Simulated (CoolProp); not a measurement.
n-hexane along the isobar 0.938 MPa: fugacity coefficient from the reference equation and from simpler models built on Tc = 507.8 K, pc = 3.044 MPa, ω = 0.300; each cubic takes its own stable root.

The numbers come from the reference Helmholtz-energy equation of state, Thol 2019 in CoolProp.

```json
[
 {"T (K)": "366.2", "phase": "liquid", "reference": "0.2100"},
 {"T (K)": "392.2", "phase": "liquid", "reference": "0.3809"},
 {"T (K)": "418.1", "phase": "liquid", "reference": "0.6231"},
 {"T (K)": "444.1", "phase": "gas", "reference": "0.8301"},
 {"T (K)": "470.1", "phase": "gas", "reference": "0.8612"},
 {"T (K)": "496.1", "phase": "gas", "reference": "0.8850"},
 {"T (K)": "522.1", "phase": "gas", "reference": "0.9038"},
 {"T (K)": "548", "phase": "gas", "reference": "0.9188"},
 {"T (K)": "574", "phase": "gas", "reference": "0.9311"},
 {"T (K)": "600", "phase": "gas", "reference": "0.9413"}
]
```

How far does each simpler model (Soave-Redlich-Kwong, Peng-Robinson) lie from the reference over these 10 states: mean and median of the absolute difference, and the worst?


- Soave-Redlich-Kwong: mean 1.0 %, median 0.5 %, worst +2.7 % at 418.1 K and 0.938 MPa
- Peng-Robinson: mean 0.6 %, median 0.7 %, worst -0.8 % at 522.1 K and 0.938 MPa
